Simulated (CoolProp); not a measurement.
Aqueous potassium carbonate as a coolant, 8 % by mass, freezing at -2.8 °C, 1 atm.

Computed with CoolProp (Melinder's fits for secondary coolants).

```
T (°C)  viscosity (mPa s)  density (kg/m³)  Prandtl number  conductivity (W/(m K))
------  -----------------  ---------------  --------------  ----------------------
-0.3                 2.08             1077            13.9                   0.557
2.1                  1.93             1077            12.9                   0.561
4.5                  1.79             1076            11.9                   0.565
6.9                  1.67             1076            11.0                   0.569
9.3                  1.57             1075            10.3                   0.573
11.7                 1.47             1075            9.60                   0.577
14.1                 1.38             1074            8.98                   0.581
16.6                 1.30             1073            8.39                   0.585
19                   1.23             1072            7.89                   0.589
21.4                 1.17             1071            7.42                   0.593
23.8                 1.11             1071            7.00                   0.597
26.2                 1.05             1070            6.61                   0.601
28.6                0.999             1069            6.26                   0.605
31                  0.951             1068            5.93                   0.609
```
